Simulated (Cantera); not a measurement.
Charge: 1 mol Si(CH₃)₄, 0.044 mol C₂H₄, 1600 mol H₂, at 0.190 bar.

Equilibrium computed with Cantera from the NASA thermochemical tables; the gas is ideal and each condensed phase is pure. Candidate condensed phases: C, C₆H₆, C₇H₈, C₈H₁₈, Si, SiC; 87 gas species. Gases not in the tables: Si₂H₆ and higher silanes. Rates play no part.

log p: log10 of the partial pressure in bar; n: condensed amount in mol.

```json
[
 {"T (°C)": "1900", "log p H₂": "-0.73", "log p H": "-2.68", "log p C₂H₂ (acetylene)": "-3.69", "log p Si": "-4.40", "log p SiH": "-5.10", "log p SiH₂": "-5.16", "n SiC(s)": "0.483"},
 {"T (°C)": "1950", "log p H₂": "-0.73", "log p H": "-2.56", "log p C₂H₂ (acetylene)": "-3.64", "log p Si": "-4.10", "log p SiH": "-4.84", "log p SiH₂": "-4.97", "n SiC(s)": "0"},
 {"T (°C)": "2000", "log p H₂": "-0.73", "log p H": "…", "log p C₂H₂ (acetylene)": "-3.64", "log p Si": "-4.07", "log p SiH": "-4.85", "log p SiH₂": "…", "n SiC(s)": "0"},
 {"T (°C)": "2050", "log p H₂": "-0.73", "log p H": "-2.33", "log p C₂H₂ (acetylene)": "-3.64", "log p Si": "-4.05", "log p SiH": "-4.87", "log p SiH₂": "-5.13", "n SiC(s)": "0"},
 {"T (°C)": "2100", "log p H₂": "-0.74", "log p H": "-2.22", "log p C₂H₂ (acetylene)": "-3.64", "log p Si": "-4.04", "log p SiH": "-4.90", "log p SiH₂": "-5.22", "n SiC(s)": "0"},
 {"T (°C)": "2150", "log p H₂": "-0.74", "log p H": "…", "log p C₂H₂ (acetylene)": "-3.64", "log p Si": "-4.03", "log p SiH": "-4.92", "log p SiH₂": "…", "n SiC(s)": "0"},
 {"T (°C)": "2200", "log p H₂": "-0.74", "log p H": "-2.02", "log p C₂H₂ (acetylene)": "-3.64", "log p Si": "-4.02", "log p SiH": "-4.95", "log p SiH₂": "-5.38", "n SiC(s)": "0"},
 {"T (°C)": "2250", "log p H₂": "-0.75", "log p H": "-1.93", "log p C₂H₂ (acetylene)": "-3.64", "log p Si": "-4.01", "log p SiH": "-4.98", "log p SiH₂": "-5.47", "n SiC(s)": "0"},
 {"T (°C)": "2300", "log p H₂": "-0.76", "log p H": "-1.84", "log p C₂H₂ (acetylene)": "-3.65", "log p Si": "-4.01", "log p SiH": "-5.01", "log p SiH₂": "-5.55", "n SiC(s)": "0"}
]
```

Task: Complete the blanks.

Result: 
- 2150, log p H: -2.12
- 2150, log p SiH₂: -5.30
- 2000, log p H: -2.44
- 2000, log p SiH₂: -5.05
